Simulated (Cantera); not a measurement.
Charge: 1 mol Si₃N₄, 1.1 mol H₂O, 710 mol H₂, at 0.00368 Torr.

Cantera equilibrium calculation (NASA polynomials, part measured and part estimated; ideal gas, pure solids and liquids). Candidate condensed phases: H₂O, Si, SiO₂, Si₂N₂O, Si₃N₄; 35 gas species. The numbers say what is thermodynamically allowed, not how fast it happens. All values below are at 1650 K.

Base state: H₂ 0.953, H 0.0401, N₂ 0.00274, Si 0.00259, SiO 0.00151, SiH 1.02e-5 (mole fractions); condensed: gas only.

What changes in the equilibrium state with this change: Si₃N₄ replaced by SiC?


```json
[
 {"species": "H₂", "before": "0.953", "after": "0.957"},
 {"species": "H", "before": "0.0401", "after": "0.0401"},
 {"species": "CO", "before": "0", "after": "0.00137"},
 {"species": "N₂", "before": "0.00274", "after": "0"},
 {"species": "Si", "before": "0.00259", "after": "0.00123"},
 {"species": "SiO", "before": "0.00151", "after": "0.000138"},
 {"species": "SiH", "before": "1.02e-5", "after": "4.86e-6"}
]
```
Further candidate phases: C, C₆H₆, C₇H₈, C₈H₁₈, SiC.
